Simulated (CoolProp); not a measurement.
A closed Brayton cycle with dry air: compressor inlet 314.15 K and 6.5 MPa, high pressure 18.7 MPa, turbine inlet 660 K, compressor efficiency 0.85, turbine efficiency 0.9, recuperator effectiveness 0 (on enthalpy, no pinch check). Each further row changes one setting.

Computed with CoolProp (reference Helmholtz-energy equation of state, Lemmon 2000). It is a pseudo-pure fit of the blend.

| case | thermal efficiency (%) | net work (kJ/kg) | compressor to turbine work | compressor exit (K) | turbine exit (K) |
|---|---|---|---|---|---|
| as stated | 11.9 | 28.2 | 0.83 | 445.8 | 509.2 |
| turbine inlet 610 K | [?] | [?] | 0.90 | 445.8 | 469.1 |
| compressor inlet 324.15 K | 10.7 | 23.6 | [?] | 459.8 | 509.2 |
| high pressure 15.9 MPa | 11.5 | [?] | [?] | 423.0 | [?] |
| recuperator effectiveness 0.5 | [?] | 28.2 | 0.83 | 445.8 | 509.2 |

Question: What belongs in the gaps?

Answer: 
- turbine inlet 610 K, thermal efficiency (%): 8.6
- turbine inlet 610 K, net work (kJ/kg): 15.5
- compressor inlet 324.15 K, compressor to turbine work: 0.86
- high pressure 15.9 MPa, net work (kJ/kg): 29.9
- high pressure 15.9 MPa, compressor to turbine work: 0.79
- high pressure 15.9 MPa, turbine exit (K): 530.0
- recuperator effectiveness 0.5, thermal efficiency (%): 13.9
